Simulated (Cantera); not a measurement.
Gas activation for diamond growth

An isothermal, constant-pressure homogeneous reactor starts with 1.95 % CH4, 97.5 % H2, 0.594 % N2, at 2025 K and 2670 Pa.

Detailed kinetics in Cantera: GRI-Mech 3.0 (53 species, 325 reactions). GRI-Mech 3.0 stops at C3 and has no aromatics, soot or wall deposition, so with more carbon than oxygen in the feed, carbon stays in small species such as C2H2 where larger ones or solid carbon would form. Radical loss at walls, strong at low pressure, is not modelled.

```json
[
 {"t (s)": "4.00e-6", "x CH4": "0.0195", "x H2": "0.975", "x C2H": "<1e-12", "x C2H2": "<1e-12", "x H": "2.64e-6"},
 {"t (s)": "1.13e-5", "x CH4": "0.0195", "x H2": "0.975", "x C2H": "<1e-12", "x C2H2": "<1e-12", "x H": "8.14e-6"},
 {"t (s)": "3.17e-5", "x CH4": "0.0195", "x H2": "0.975", "x C2H": "<1e-12", "x C2H2": "1.11e-12", "x H": "2.54e-5"},
 {"t (s)": "8.94e-5", "x CH4": "0.0195", "x H2": "0.974", "x C2H": "<1e-12", "x C2H2": "7.28e-11", "x H": "7.55e-5"},
 {"t (s)": "0.000252", "x CH4": "0.0194", "x H2": "0.974", "x C2H": "<1e-12", "x C2H2": "4.75e-9", "x H": "0.000217"},
 {"t (s)": "0.000710", "x CH4": "0.0192", "x H2": "0.974", "x C2H": "4.26e-12", "x C2H2": "3.33e-7", "x H": "0.000614"},
 {"t (s)": "0.00200", "x CH4": "0.0187", "x H2": "0.973", "x C2H": "7.28e-10", "x C2H2": "2.03e-5", "x H": "0.00171"},
 {"t (s)": "0.00563", "x CH4": "0.0167", "x H2": "0.971", "x C2H": "5.03e-8", "x C2H2": "0.000555", "x H": "0.00433"},
 {"t (s)": "0.0159", "x CH4": "0.0101", "x H2": "0.972", "x C2H": "5.61e-7", "x C2H2": "0.00383", "x H": "0.00700"},
 {"t (s)": "0.0447", "x CH4": "0.00349", "x H2": "0.974", "x C2H": "1.34e-6", "x C2H2": "0.00750", "x H": "0.00855"},
 {"t (s)": "0.126", "x CH4": "0.000903", "x H2": "0.974", "x C2H": "1.88e-6", "x C2H2": "0.00897", "x H": "0.0101"},
 {"t (s)": "0.355", "x CH4": "0.000234", "x H2": "0.973", "x C2H": "2.18e-6", "x C2H2": "0.00936", "x H": "0.0112"},
 {"t (s)": "1.00", "x CH4": "7.23e-5", "x H2": "0.973", "x C2H": "2.30e-6", "x C2H2": "0.00946", "x H": "0.0116"}
]
```
x: mole fraction; the columns are a selection and need not sum to one.

Equilibrium at this temperature and pressure: CH4 2.93e-5, H2 0.973, C2H 1.86e-6, C2H2 0.00759, H 0.0117 (gas phase only).
